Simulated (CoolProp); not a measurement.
Vapour-liquid equilibrium of R1234ze(E) (1) + n-pentane (2) at 294.2 K; x and y are mole fractions of (1).

The numbers come from the multi-fluid Helmholtz-energy mixture model, Thol 2016 and Thol 2019; pair parameters Bell 2016 in CoolProp.

Give the bubble pressure and the first vapour's composition at x = 0.125, 0.2, 0.275. Is there an azeotrope?

x = 0.125: 171.3 kPa, y = 0.680; x = 0.2: 222.3 kPa, y = 0.765; x = 0.275: 262.4 kPa, y = 0.811. No azeotrope shows between x = 0.05 and 0.95.

Pair parameters are fitted to limited data, so mixtures are less certain than the pure fluids. With so large a gap from Raoult's law the liquid may split in two, which this calculation doesn't test in full.
